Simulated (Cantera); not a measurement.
Input: 1 mol Al2O3, 0.18 mol I2, 0.17 mol N2, equilibrated at 1025 °C and 1.10 bar.

These are equilibrium values from Cantera (NASA tables, ideal gas, pure condensed phases), not measurements of a reactor. Candidate condensed phases: Al, AlI3, AlN, Al2O3, I2; 21 gas species. Kinetics and transport are ignored.

### Question
What is the equilibrium state?

### Answer
```json
{
 "x(N2)": "0.424",
 "x(I2)": "0.323",
 "x(I)": "0.253",
 "n(Al2O3(s))": "1.00 mol",
 "gas_amount": "0.4008 mol",
 "log10 activity of I2(l) (absent)": "-2.69",
 "log10 activity of Al(l) (absent)": "-17.09"
}
```
